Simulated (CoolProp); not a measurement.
Vapour-liquid equilibrium of ethane (1) + n-pentane (2) at 0.0576 MPa; x and y are mole fractions of (1).

Values from CoolProp's multi-fluid Helmholtz-energy mixture model, Bücker 2006 and Thol 2019; pair parameters Kunz 2012.

**Question.** Give the bubble temperature and the first vapour's composition at x = 0.425, 0.65, 0.725. Is there an azeotrope?

**Answer.** x = 0.425: -85.4 °C, y = 0.999; x = 0.65: -92.0 °C, y = 1.000; x = 0.725: -93.6 °C, y = 1.000. No azeotrope shows between x = 0.05 and 0.95.

The pair parameters rest on a limited set of measurements; away from them the model extrapolates.
